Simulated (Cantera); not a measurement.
A closed system holds: 1 mol SiH4, 2.6 mol HCl, 13 mol H2, at 100 Torr.

Cantera equilibrium calculation (NASA polynomials, part measured and part estimated; ideal gas, pure solids and liquids). Candidate condensed phases: Si; 19 gas species. Gases not in the tables: Si2H6 and higher silanes. Kinetics and transport are ignored.

Question: Which condensed phases are stable at each of these points (T (K)): 1600, 1700, 1800, 1900, 2000, 2100, 2200, 2300, 2400?

Answer: 
```
T (K)  condensed phases  Si condensed (%)
-----  ----------------  ----------------
1600              Si(s)              46.8
1700              Si(l)              46.0
1800              Si(l)              49.2
1900              Si(l)              51.9
2000              Si(l)              53.7
2100              Si(l)              54.2
2200              Si(l)              51.8
2300              Si(l)              43.5
2400              Si(l)              23.1
```

At 1600 K the condensed part is Si(s). From 1700 K to 2400 K the condensed part is Si(l).
